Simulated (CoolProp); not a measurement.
The fluoroketone C6F12O (FK-5-1-12) at 293.15 K and 0.0217 MPa is compressed adiabatically to 0.0868 MPa with isentropic efficiency 0.85. Each further row changes one setting.

Values from CoolProp's reference Helmholtz-energy equation of state, McLinden 2015.

```tsv
case	work (kJ/kg)	final phase	final density (kg/m³)
as stated	?	?	?
efficiency 1	?	?	?
efficiency 0.65	?	?	11.6
```

Task: What belongs in the gaps?

Result: 
- as stated, work (kJ/kg): 12.2
- as stated, final phase: two-phase, vapour fraction 0.912
- as stated, final density (kg/m³): 12.1
- efficiency 1, work (kJ/kg): 10.4
- efficiency 1, final phase: two-phase, vapour fraction 0.891
- efficiency 1, final density (kg/m³): 12.4
- efficiency 0.65, work (kJ/kg): 15.9
- efficiency 0.65, final phase: two-phase, vapour fraction 0.954
